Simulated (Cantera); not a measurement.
**Equilibrium for silicon etching in halogen gases: Si + Br2**

A closed system holds: 1 mol Si, a varied amount of Br2, at 1.20 Pa.

These are equilibrium values from Cantera (NASA tables, ideal gas, pure condensed phases), not measurements of a reactor. Candidate condensed phases: Br2, Si; 9 gas species. The tables' values for SiBr3 are old estimates. Equilibrium is a limit: real reactors are often held back by kinetics, nucleation or transport.

Problem. Map the stable condensed phases over T = 577, 627, 677, 727, 777, 827, 877, 927, 977, 1027 °C and n(Br2) in mol = 0.79, 1.1, 1.4, 1.9, 2.5, 3.4, 4.5, 6.1.

Solution. 
```
T in °C \ n(Br2) in mol
         0.79  1.1  1.4  1.9  2.5  3.4  4.5  6.1
   1027     A    B    B    B    B    B    B    B
    977     A    B    B    B    B    B    B    B
    927     A    B    B    B    B    B    B    B
    877     A    B    B    B    B    B    B    B
    827     A    A    B    B    B    B    B    B
    777     A    A    B    B    B    B    B    B
    727     A    A    A    B    B    B    B    B
    677     A    A    A    B    B    B    B    B
    627     A    A    A    A    B    B    B    B
    577     A    A    A    A    B    B    B    B
```
A: Si; B: gas only.
